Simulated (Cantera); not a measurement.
A perfectly stirred reactor is fed with N2O : H2O = 1 : 0.023 (molar parts), at 6.08 Torr; it is held at 1223 K, and followed from long to short residence time.

Model: GRI-Mech 3.0 (53 species, 325 reactions), integrated in Cantera. GRI-Mech 3.0 was tuned for natural gas; its chemistry of N2O as a main component is partial and can be far from experiment. Radical loss at walls, strong at low pressure, is not modelled. The mechanism lacks the step 2 NO + O2 → 2 NO2, which can matter for NO2 below about 1400 K. The temperature is held fixed by assumption; the heat of reaction is taken as removed at once.

### Question
Predict: x(N2O) at τ = 8.60 s; x(H2O) at τ = 8.60 s; x(OH) at τ = 8.60 s; x(NO) at τ = 8.60 s; x(H2O2) at τ = 8.60 s; x(N2O) at τ = 61.0 ms; x(H2O) at τ = 61.0 ms; x(OH) at τ = 61.0 ms; x(NO) at τ = 61.0 ms; x(H2O2) at τ = 61.0 ms.

### Answer
```json
{
  "x(N2O) at τ = 8.60 s": "0.881",
  "x(H2O) at τ = 8.60 s": "0.0217",
  "x(OH) at τ = 8.60 s": "1.88e-5",
  "x(NO) at τ = 8.60 s": "0.00610",
  "x(H2O2) at τ = 8.60 s": "2.17e-9",
  "x(N2O) at τ = 61.0 ms": "0.977",
  "x(H2O) at τ = 61.0 ms": "0.0225",
  "x(OH) at τ = 61.0 ms": "4.96e-6",
  "x(NO) at τ = 61.0 ms": "5.39e-5",
  "x(H2O2) at τ = 61.0 ms": "2.89e-8"
}
```
